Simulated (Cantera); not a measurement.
A freely propagating, adiabatic, planar premixed flame of 38.7 % H2, 12.9 % O2, 48.4 % N2, equivalence ratio 1.5, unburnt at 350 K and 1.78 atm; mixture-averaged transport, grid criteria slope 0.08 and curve 0.16, no radiation.

Model: the H2/O2 subset of GRI-Mech 3.0, which has no nitrogen chemistry, integrated in Cantera. Burning velocities carry a grid error of a few per cent, more on coarse grids.

x: mole fraction of selected species; z is measured from the peak of heat release.

```
z (mm)   T (K)  u (m/s)   x H2        x O2     x OH         x H     x H2O      x H2O2
-------  -----  -------  -----  ----------  -------  ----------  --------  ----------
-0.483     350     3.97  0.387       0.129    <1e-8       <1e-8     <1e-8       <1e-8
-0.322     350     3.97  0.387       0.129    <1e-8       <1e-8     <1e-8       <1e-8
-0.242     350     3.97  0.387       0.129    <1e-8       <1e-8     <1e-8       <1e-8
-0.161     350     3.97  0.387       0.129    <1e-8       <1e-8   4.74e-7       <1e-8
-0.0806    370     4.16  0.381       0.130  8.67e-6     1.62e-6  0.000340     7.53e-6
-0.0403    637     6.93  0.346       0.126  0.00113     0.00238    0.0185    0.000118
0         1102     11.6  0.269      0.0992  0.00184      0.0224    0.0852     2.89e-5
0.0403    1442     15.0  0.184      0.0500  0.00465      0.0504     0.180     3.85e-6
0.0806    1623     16.8  0.138      0.0187  0.00687      0.0631     0.237     2.10e-6
0.161     1783     18.3  0.123  (withheld)  0.00839      0.0596     0.266  (withheld)
0.322     1923     19.5  0.127  (withheld)  0.00847  (withheld)     0.274  (withheld)
0.645     2048     20.6  0.132     0.00122  0.00742      0.0322     0.280     2.93e-7
1.29      2147     21.4  0.136    0.000581  0.00572      0.0212     0.286     1.53e-7
```

**Question.** Some entries are withheld; supply them.

**Answer.** 
- 0.161, x O2: 0.00450
- 0.161, x H2O2: 1.12e-6
- 0.322, x O2: 0.00220
- 0.322, x H: 0.0458
- 0.322, x H2O2: 5.73e-7
